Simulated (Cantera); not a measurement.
Cantera run:

```python
import numpy as np
import cantera as ct

gas_names = """
    Ca CaCL CaCL2 CaO Ca2 CL CLO CL2 O O2 O3
""".split()
cond_names = """
    Ca(a) Ca(b) Ca(L) CaCL2(s) CaCL2(L) CaO(s) CaO(L)
""".split()


# ... load() reads the species with a 1 bar reference pressure and builds the phases ...
atoms = {
    'CaO': {'Ca': 1, 'O': 1},
    'Cl2': {'CL': 2},
}
top_T = {}  # K; cautious upper limits of use, not melting points


# ... equilibrate(T, P, feed) seeds the gas with the atoms and calls Mixture.equilibrate('TP', solver="vcs", rtol=1e-11, max_steps=5000) ...
results = []
feed = {'CaO': 1, 'Cl2': 7.1}  # mol
P = 4100  # Pa
for T in [748, 848, 948, 1048, 1148, 1248, 1348, 1448, 1548, 1648, 1748, 1848, 1948]:
    mix = equilibrate(T, P, feed)
    results.append((T, P, feed, dict(zip(mix.species_names, mix.species_moles))))

top = {s: max(r[3][s] / sum(r[3][g] for g in gas_names) for r in results) for s in gas_names}
cols = sorted((s for s in top if top[s] > 1e-05), key=lambda s: -top[s])[:7]
seen = [c for c in cond_names if any(r[3].get(c, 0) > 1e-12 for r in results)]
print("log10 of partial pressures in bar; condensed amounts in mol")
print(f"{'T/K':>10s}" + "".join(f"{s[:9]:>10s}" for s in cols + seen))
for T, P, feed, n in results:
    ng = sum(n[g] for g in gas_names)
    print(f"{T:10.4g}" + "".join(f"{np.log10(max(n[s] / ng * P / 1e5, 1e-99)):10.3f}" for s in cols)
          + "".join(f"{n.get(c, 0):10.4g}" for c in seen))
```

It prints:

```
log10 of partial pressures in bar; condensed amounts in mol
       T/K       CL2        CL     CaCL2        O2       CLO         O  CaCL2(s)  CaCL2(L)
       748    -1.421    -6.300   -13.198    -2.508    -8.370   -15.495         1         0
       848    -1.421    -5.283   -10.595    -2.508    -7.534   -13.420         1         0
       948    -1.422    -4.478    -8.554    -2.508    -6.873   -11.781         1         0
      1048    -1.423    -3.825    -6.918    -2.509    -6.339   -10.453         0         1
      1148    -1.427    -3.285    -5.702    -2.511    -5.900    -9.356         0    0.9997
      1248    -1.438    -2.835    -4.695    -2.516    -5.537    -8.435         0    0.9967
      1348    -1.463    -2.459    -3.851    -2.529    -5.239    -7.654         0    0.9762
      1448    -1.517    -2.149    -3.134    -2.556    -5.007    -6.988         0    0.8679
      1548    -1.632    -1.913    -2.519    -2.619    -4.858    -6.427         0    0.3724
      1648    -1.789    -1.734    -2.379    -2.682    -4.759    -5.937         0         0
      1748    -1.985    -1.602    -2.426    -2.730    -4.695    -5.500         0         0
      1848    -2.235    -1.522    -2.466    -2.771    -4.676    -5.108         0         0
      1948    -2.518    -1.480    -2.493    -2.799    -4.683    -4.752         0         0
```

Equilibrium computed with Cantera from the NASA thermochemical tables; the gas is ideal and each condensed phase is pure. Condensed phases not in the tables: oxide chlorides.
